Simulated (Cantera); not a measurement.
An isothermal, constant-pressure homogeneous reactor starts with CO : O2 : H2O : N2 = 0.0054 : 0.011 : 0.00039 : 1 (molar parts), at 925 K and 0.530 bar. Integrator tolerance rtol = 1e-08.

Cantera simulation using GRI-Mech 3.0 (53 species, 325 reactions); the numbers are that mechanism's predictions, not measurements.

What does this change do: temperature 925 to 1050 K?


```json
[
 {"quantity": "x(CO) at 8.00 s", "before": "0.00516 (gas-phase equilibrium <1e-12)", "after": "5.40e-6 (gas-phase equilibrium 2.50e-11)"},
 {"quantity": "x(O2) at 8.00 s", "before": "0.0107 (gas-phase equilibrium 0.00818)", "after": "0.00819 (gas-phase equilibrium 0.00818)"},
 {"quantity": "x(H2O) at 8.00 s", "before": "0.000382 (gas-phase equilibrium 0.000385)", "after": "0.000384 (gas-phase equilibrium 0.000385)"},
 {"quantity": "x(CO2) at 8.00 s", "before": "0.000147 (gas-phase equilibrium 0.00532)", "after": "0.00532 (gas-phase equilibrium 0.00532)"},
 {"quantity": "x(NO) at 8.00 s", "before": "2.76e-12 (gas-phase equilibrium 2.85e-6)", "after": "6.78e-8 (gas-phase equilibrium 1.17e-5)"},
 {"quantity": "x(H) at 8.00 s", "before": "4.78e-9 (gas-phase equilibrium <1e-12)", "after": "6.29e-10 (gas-phase equilibrium <1e-12)"}
]
```

What does this change do: pressure from 0.530 bar to 0.260 bar?


```csv
quantity,before,after
x(CO) at 8.00 s,0.00516 (gas-phase equilibrium <1e-12),0.00135 (gas-phase equilibrium <1e-12)
x(O2) at 8.00 s,0.0107 (gas-phase equilibrium 0.00818),0.00885 (gas-phase equilibrium 0.00818)
x(H2O) at 8.00 s,0.000382 (gas-phase equilibrium 0.000385),0.000382 (gas-phase equilibrium 0.000385)
x(CO2) at 8.00 s,0.000147 (gas-phase equilibrium 0.00532),0.00397 (gas-phase equilibrium 0.00532)
x(NO) at 8.00 s,2.76e-12 (gas-phase equilibrium 2.85e-6),4.90e-9 (gas-phase equilibrium 2.85e-6)
x(H) at 8.00 s,4.78e-9 (gas-phase equilibrium <1e-12),2.20e-7 (gas-phase equilibrium <1e-12)
```
